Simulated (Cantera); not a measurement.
# Carbon deposition, reforming and gasification: C2H4 + O2 + H2 + H2O

Feed: 1 mol C2H4, 0.47 mol O2, 8.8 mol H2, 0.35 mol H2O.

These are equilibrium values from Cantera (NASA tables, ideal gas, pure condensed phases), not measurements of a reactor. Candidate condensed phases: C, C6H6, C7H8, C8H18, H2O; 110 gas species. The ideal-gas law is rough above about 30 bar. Equilibrium is a limit: real reactors are often held back by kinetics, nucleation or transport.

Question: Map the stable condensed phases over T = 500, 575, 650, 725, 800, 875, 950, 1025, 1100, 1175, 1250, 1325, 1400, 1475 K and P in Pa = 10, 40, 160, 630, 2500, 10000, 40000, 160000, 630000, 2500000, 10000000.

Answer: 
```
T in K \ P in Pa
               10       40      160      630     2500    10000    40000   160000   630000  2500000 10000000
   1475         A        A        A        A        A        A        A        A        A        A        B
   1400         A        A        A        A        A        A        A        A        A        B        B
   1325         A        A        A        A        A        A        A        A        A        B        B
   1250         A        A        A        A        A        A        A        A        A        B        B
   1175         A        A        A        A        A        A        A        A        A        B        B
   1100         A        A        A        A        A        A        A        A        B        B        B
   1025         A        A        A        A        A        A        A        A        B        B        B
    950         A        A        A        A        A        A        A        B        B        B        B
    875         A        A        A        A        A        A        A        B        B        B        B
    800         A        A        A        A        A        A        B        B        B        B        B
    725         A        A        A        A        A        B        B        B        B        B        B
    650         A        A        A        A        B        B        B        B        B        B        B
    575         A        A        A        B        B        B        B        B        B        B        B
    500         A        B        B        B        B        B        B        B        B        B        B
```
A: C; B: gas only.
